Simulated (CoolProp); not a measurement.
Vapour pressure (bar) of propylene glycol: the reference equation beside estimates from Tc = 674.0 K, pc = 72.92 bar, ω = 0.327. Clausius-Clapeyron is anchored at 499.2 K with a constant enthalpy of vaporisation of 49.98 kJ/mol.

Computed with CoolProp (reference Helmholtz-energy equation of state, Eisenbach 2021).

```json
[
 {"T (K)": "471.2", "reference": "1.367", "Clausius-Clapeyron": "1.433", "Redlich-Kwong": "6.308"},
 {"T (K)": "480.5", "reference": "1.782", "Clausius-Clapeyron": "1.834", "Redlich-Kwong": "7.425"},
 {"T (K)": "489.9", "reference": "2.301", "Clausius-Clapeyron": "2.332", "Redlich-Kwong": "8.692"},
 {"T (K)": "499.2", "reference": "2.931", "Clausius-Clapeyron": "2.931", "Redlich-Kwong": "10.09"},
 {"T (K)": "508.5", "reference": "3.693", "Clausius-Clapeyron": "3.653", "Redlich-Kwong": "11.64"},
 {"T (K)": "517.9", "reference": "4.618", "Clausius-Clapeyron": "4.527", "Redlich-Kwong": "13.37"},
 {"T (K)": "527.2", "reference": "5.709", "Clausius-Clapeyron": "5.556", "Redlich-Kwong": "15.25"},
 {"T (K)": "536.6", "reference": "7.013", "Clausius-Clapeyron": "6.784", "Redlich-Kwong": "17.33"},
 {"T (K)": "545.9", "reference": "8.527", "Clausius-Clapeyron": "8.210", "Redlich-Kwong": "19.57"},
 {"T (K)": "555.2", "reference": "10.29", "Clausius-Clapeyron": "9.873", "Redlich-Kwong": "22.00"},
 {"T (K)": "564.6", "reference": "12.36", "Clausius-Clapeyron": "11.82", "Redlich-Kwong": "24.66"},
 {"T (K)": "573.9", "reference": "14.72", "Clausius-Clapeyron": "14.05", "Redlich-Kwong": "27.50"},
 {"T (K)": "583.3", "reference": "17.46", "Clausius-Clapeyron": "16.63", "Redlich-Kwong": "30.59"},
 {"T (K)": "592.6", "reference": "20.56", "Clausius-Clapeyron": "19.55", "Redlich-Kwong": "33.86"},
 {"T (K)": "602", "reference": "24.13", "Clausius-Clapeyron": "22.91", "Redlich-Kwong": "37.40"}
]
```

Absolute difference from the reference over all 15 rows, mean and median: Clausius-Clapeyron 3.3 and 3.7 %, Redlich-Kwong 169.6 and 147.1 %.
